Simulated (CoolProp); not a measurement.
Values from CoolProp's reference Helmholtz-energy equation of state, Lemmon 2006. It is a short technical equation, of lower accuracy than the large ones.

For CH3F (R41), give the phase and the cv (kJ/(kg K)), fugacity coefficient at 329.2 K and 7.23 MPa; 339.8 K and 7.23 MPa.


- 329.2 K and 7.23 MPa: supercritical; cv 1.48, fugacity coefficient 0.608
- 339.8 K and 7.23 MPa: supercritical; cv 1.34, fugacity coefficient 0.652
